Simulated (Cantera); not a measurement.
What does this Cantera script print?

```python
import numpy as np
import cantera as ct

gas_names = """
    C CO CO2 C2 C2O C3 C3O2 C4 C5 Cu CuO Cu2 O O2 O3
""".split()
cond_names = """
    C(gr) Cu(cr) Cu(L) CuO(s) Cu2O(s) Cu2O(L)
""".split()


def load(file, names, dense=False):
    # The tables refer to 1 bar. Condensed volumes are neglected.
    table = {s.name: s for s in ct.Species.list_from_file(file)}
    out = []
    for n in names:
        d = dict(table[n].input_data)
        d["thermo"] = dict(d["thermo"], **{"reference-pressure": 1e5})
        if dense:
            d["equation-of-state"] = {"model": "constant-volume", "density": "1e6 g/cm^3"}
        out.append(ct.Species.from_dict(d))
    return out


gas = ct.Solution(thermo="ideal-gas", species=load("nasa_gas.yaml", gas_names))
cond = {s.name: ct.Solution(thermo="fixed-stoichiometry", species=[s], name=s.name)
        for s in load("nasa_condensed.yaml", cond_names, dense=True)}
atoms = {
    'Cu': {'Cu': 1},
    'CO2': {'C': 1, 'O': 2},
    'CO': {'C': 1, 'O': 1},
}
top_T = {'C(gr)': 4500, 'CuO(s)': 1390}  # K; cautious upper limits of use, not melting points


def equilibrate(T, P, feed):
    n = {}
    for name, mol in feed.items():
        for a, k in atoms[name].items():
            n[a] = n.get(a, 0.0) + k * mol
    gas.TPX = T, P, n
    mass = sum(n.values()) * gas.mean_molecular_weight
    gas.equilibrate("TP")
    valid = [c for c in cond.values() if c.min_temp <= T <= top_T.get(c.name, c.max_temp)]
    mix = ct.Mixture([(gas, mass / gas.mean_molecular_weight)] + [(c, 0.0) for c in valid])
    mix.T, mix.P = T, P
    mix.equilibrate("TP", solver="vcs", rtol=1e-11, max_steps=5000)
    return mix


results = []
feed = {'Cu': 1, 'CO2': 2.1, 'CO': 72}  # mol
T = 1698  # K
P = 33  # Pa
mix = equilibrate(T, P, feed)
results.append((T, P, feed, dict(zip(mix.species_names, mix.species_moles))))
print(gas.report(threshold=1e-05))
for i in range(1, mix.n_phases):
    print(f"{mix.phase(i).name:16s} {mix.phase_moles(i):12.5e} mol")
```

Result:

```
       temperature   1698 K
          pressure   33 Pa
           density   6.7624e-05 kg/m^3
  mean mol. weight   28.931 kg/kmol
   phase of matter   gas

                          1 kg             1 kmol
                     ---------------   ---------------
          enthalpy       -2.2853e+06       -6.6116e+07  J
   internal energy       -2.7733e+06       -8.0234e+07  J
           entropy             11120        3.2172e+05  J/K
    Gibbs function       -2.1168e+07       -6.1239e+08  J
 heat capacity c_p            1248.9             36132  J/K
 heat capacity c_v            961.54             27818  J/K

                      mass frac. Y      mole frac. X     chem. pot. / RT
                     ---------------   ---------------   ---------------
                CO           0.92822           0.95872           -43.046
               CO2          0.042536          0.027962           -70.287
                Cu          0.029246          0.013315           -10.721
     [  +12 minor]        2.1563e-06        7.2782e-07

C(gr)             0.00000e+00 mol
Cu(L)             0.00000e+00 mol
Cu2O(L)           0.00000e+00 mol
```

Cantera equilibrium calculation (NASA polynomials, part measured and part estimated; ideal gas, pure solids and liquids).
